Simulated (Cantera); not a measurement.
## Thermodynamics of boron, boron nitride and boron oxide, feed B + H₂O + H₂

Charge: 1 mol B, 0.37 mol H₂O, 3 mol H₂, at 7.50 Torr.

Cantera equilibrium calculation (NASA polynomials, part measured and part estimated; ideal gas, pure solids and liquids). Candidate condensed phases: B, B₂O₃, B₃O₃H₃, H₂O; 23 gas species. Mutual solubility and eutectic melting of coexisting phases are not modelled. The tables' values for BH₂ are old estimates; treat these amounts as uncertain. Rates play no part.

From 777 °C to 1177 °C the condensed part is B(s) + B₂O₃(l). From 1277 °C to 1977 °C the condensed part is B(s). At 2077 °C the condensed part is B(l). The main B-bearing gas is B₃O₃H₃ at 777 °C and BO at 2077 °C. The share of B in condensed phases is highest at 777 °C (99.3 %) and lowest at 2077 °C (60.8 %).

```csv
T (°C),x H₂,x H,x HBO,x BO,x B₂O₂,x B₂O₃,x BH₂,x B,n B(s),n B₂O₃(l),n B(l)
777,0.999,8.11e-8,3.02e-5,1.51e-10,3.98e-8,3.26e-9,1.22e-8,<1e-12,0.751,0.121,0
877,0.999,7.46e-7,0.000240,8.71e-9,1.49e-6,1.66e-7,8.58e-8,<1e-12,0.751,0.121,0
977,0.998,4.83e-6,0.00135,2.59e-7,3.08e-5,4.41e-6,4.38e-7,<1e-12,0.749,0.119,0
1077,0.993,2.37e-5,0.00581,4.59e-6,0.000398,7.03e-5,1.74e-6,1.34e-12,0.744,0.113,0
1177,0.974,9.33e-5,0.0201,5.42e-5,0.00357,0.000751,5.64e-6,4.14e-11,0.720,0.0863,0
1277,0.924,0.000303,0.0512,0.000407,0.0185,0.00400,1.51e-5,8.18e-10,0.649,0,0
1377,0.919,0.000871,0.0578,0.00117,0.0187,0.00202,3.71e-5,1.12e-8,0.640,0,0
1477,0.914,0.00222,0.0620,0.00284,0.0176,0.000992,8.24e-5,1.14e-7,0.635,0,0
1577,0.908,0.00513,0.0640,0.00611,0.0157,0.000483,0.000167,8.94e-7,0.632,0,0
1677,0.900,0.0109,0.0636,0.0117,0.0132,0.000230,0.000314,5.67e-6,0.630,0,0
1777,0.887,0.0214,0.0603,0.0201,0.0104,0.000103,0.000549,3.00e-5,0.627,0,0
1877,0.867,0.0393,0.0538,0.0309,0.00739,4.16e-5,0.000902,0.000136,0.624,0,0
1977,0.837,0.0679,0.0450,0.0426,0.00473,1.49e-5,0.00140,0.000535,0.619,0,0
2077,0.792,0.111,0.0351,0.0531,0.00271,4.66e-6,0.00203,0.00187,0,0,0.608
```
x: gas mole fraction; n: condensed amount in mol.
